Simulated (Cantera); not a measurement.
An isothermal, constant-pressure homogeneous reactor starts with CH4 : O2 : N2 = 0.016 : 0.019 : 1 (molar parts), equivalence ratio 1.7, at 1250 K and 750 Torr.

Model: GRI-Mech 3.0 (53 species, 325 reactions), integrated in Cantera. The temperature is held fixed by assumption; the heat of reaction is taken as removed at once.

Problem. Predict: x(CH4) at 8.00 s; x(O2) at 8.00 s; x(NO) at 8.00 s; x(OH) at 8.00 s; x(CO) at 8.00 s.

Solution. 
```
Quantity                                             Result
----------------  -----------------------------------------
x(CH4) at 8.00 s  0.000726 (gas-phase equilibrium 3.68e-10)
x(O2) at 8.00 s      3.78e-6 (gas-phase equilibrium <1e-12)
x(NO) at 8.00 s    2.98e-9 (gas-phase equilibrium 2.32e-11)
x(OH) at 8.00 s    1.42e-9 (gas-phase equilibrium 6.11e-10)
x(CO) at 8.00 s      0.0110 (gas-phase equilibrium 0.00939)
```
